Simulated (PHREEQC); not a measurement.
Make-up at 25 °C: 0.0022 mol/kgw Cu(NO3)2, 0.00014 mol/kgw HBF4 and 0.0007 mol/kgw FeCl3. Closed to the air; pH follows from the charge balance.

All values are PHREEQC results (ion-association model, phreeqc.dat), not measurements.

**Question.** The ionic strength comes out as 0.00931 mol/kgw. What activity coefficients do Fe+3, Cl-, F-, FeF+2, H+ get?

**Answer.** Fe+3 0.45, Cl- 0.90, F- 0.90, FeF+2 0.68, H+ 0.92.

This is a speciation only: nothing precipitates in the calculation. The solution is supersaturated, for example in Hematite (slow to form), Goethite (slow to form), so a real one may precipitate; this is no full list. Real BF4- forms and hydrolyses slowly; the run takes it at equilibrium. Fluoro complexes past AlF4- and FeF3 are missing from the database.
